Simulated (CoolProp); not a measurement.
1,2-dichloroethane along the isotherm 226.85 °C: Z from the reference equation and from simpler models built on Tc = 288.4 °C, pc = 5.226 MPa, ω = 0.269; each cubic takes its own stable root.

The numbers come from the reference Helmholtz-energy equation of state, Thol 2015 in CoolProp.

```csv
p (MPa),phase,reference,van der Waals,Redlich-Kwong,Peng-Robinson
4.02,liquid,0.1085,(withheld),0.1363,0.1146
8.04,liquid,0.2105,0.3392,0.2544,0.2179
12.1,liquid,0.3097,0.4858,0.3657,0.3164
16.1,liquid,(withheld),(withheld),(withheld),0.4095
20.1,liquid,0.4973,0.7601,0.5717,0.4998
24.1,liquid,0.5882,0.8924,0.6703,0.5879
28.1,liquid,0.6776,1.022,0.7667,0.6742
32.2,liquid,0.7679,(withheld),0.8637,0.7612
36.2,liquid,0.8547,1.280,0.9568,0.8448
40.2,liquid,0.9406,1.405,1.049,0.9273
44.2,liquid,(withheld),1.529,1.139,1.009
48.2,liquid,(withheld),1.652,1.229,1.090
52.3,liquid,1.195,(withheld),1.320,1.172
```

### Question
Fill in the missing entries.

### Answer

- 4.02, van der Waals: 0.1856
- 16.1, reference: 0.4046
- 16.1, van der Waals: 0.6249
- 16.1, Redlich-Kwong: 0.4705
- 32.2, van der Waals: 1.154
- 44.2, reference: 1.025
- 48.2, reference: 1.109
- 52.3, van der Waals: 1.777
